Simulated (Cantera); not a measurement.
What does this Cantera script print?

```python
import numpy as np
import cantera as ct

gas_names = """
    CO AL AL2O
""".split()
cond_names = """
    C(gr)
""".split()


# ... load() reads the species with a 1 bar reference pressure and builds the phases ...
species = {s.name: s for s in load("nasa_gas.yaml", gas_names) + load("nasa_condensed.yaml", cond_names)}
# Each term lists the table entries of one substance; the one whose range holds T is used.
reactions = {
    'CO(g) + 2 Al(g) = C + Al2O(g)':
        [(-1, ['CO']), (-2, ['AL']), (1, ['C(gr)']), (1, ['AL2O'])],
}


def pick(names, T):
    return next(species[n] for n in names if species[n].thermo.min_temp <= T <= species[n].thermo.max_temp)


results = []
for label, terms in reactions.items():
    print(label)
    print("     T/K   dH/kJ  dS/(J/K)   dG/kJ   log10 K")
    for T in [300, 1100, 1150, 1200, 1250, 1300, 1350]:
        used = [(nu, pick(names, T)) for nu, names in terms]
        dH = sum(nu * s.thermo.h(T) for nu, s in used) / 1e6
        dS = sum(nu * s.thermo.s(T) for nu, s in used) / 1e3
        dG = dH - T * dS / 1e3
        logK = -dG * 1e6 / (ct.gas_constant * T * np.log(10))
        results.append((label, T, dH, dS, dG, logK, [s.name for _, s in used]))
        print(f"{T:8g} {dH:8.1f} {dS:8.1f} {dG:8.1f} {logK:8.2f}")
```

It prints:

```
CO(g) + 2 Al(g) = C + Al2O(g)
     T/K   dH/kJ  dS/(J/K)   dG/kJ   log10 K
     300   -694.1   -268.8   -613.4   106.81
    1100   -691.9   -267.8   -397.3    18.87
    1150   -691.5   -267.4   -384.0    17.44
    1200   -691.1   -267.1   -370.6    16.13
    1250   -690.7   -266.7   -357.3    14.93
    1300   -690.3   -266.4   -343.9    13.82
    1350   -689.9   -266.1   -330.6    12.79
```

Source: NASA polynomial tables (part measured, part estimated), evaluated in Cantera. Condensed species are held in their standard states even where they would react or evaporate.
